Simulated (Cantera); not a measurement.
An isothermal, constant-pressure homogeneous reactor starts with H₂ : O₂ : N₂ = 1.7 : 1 : 11 (molar parts), at 1025 K and 100.0 Torr. Integrator tolerance rtol = 1e-08.

Computed with Cantera and the H2/O2 subset of GRI-Mech 3.0, which has no nitrogen chemistry. Radical loss at walls, strong at low pressure, is not modelled. The temperature is held fixed by assumption; the heat of reaction is taken as removed at once.

Q: What does this change do: temperature 1025 to 775 K?

A: 
```json
[
 {"quantity": "x(H₂) at 100 s", "before": "1.39e-9 (gas-phase equilibrium 6.11e-10)", "after": "0.121 (gas-phase equilibrium <1e-12)"},
 {"quantity": "x(O₂) at 100 s", "before": "0.0117 (gas-phase equilibrium 0.0117)", "after": "0.0714 (gas-phase equilibrium 0.0117)"},
 {"quantity": "x(O) at 100 s", "before": "2.71e-10 (gas-phase equilibrium 9.83e-11)", "after": "1.23e-9 (gas-phase equilibrium <1e-12)"},
 {"quantity": "x(H₂O₂) at 100 s", "before": "5.45e-11 (gas-phase equilibrium 2.01e-11)", "after": "0.000213 (gas-phase equilibrium <1e-12)"},
 {"quantity": "x(H₂O) at 100 s", "before": "0.132 (gas-phase equilibrium 0.132)", "after": "0.00298 (gas-phase equilibrium 0.132)"},
 {"quantity": "x(H) at 100 s", "before": "1.11e-12 (gas-phase equilibrium <1e-12)", "after": "1.84e-8 (gas-phase equilibrium <1e-12)"},
 {"quantity": "x(OH) at 100 s", "before": "2.85e-7 (gas-phase equilibrium 1.72e-7)", "after": "4.47e-10 (gas-phase equilibrium 3.68e-10)"}
]
```
Below about 950 K walls govern HO2 and H2O2 in real vessels.
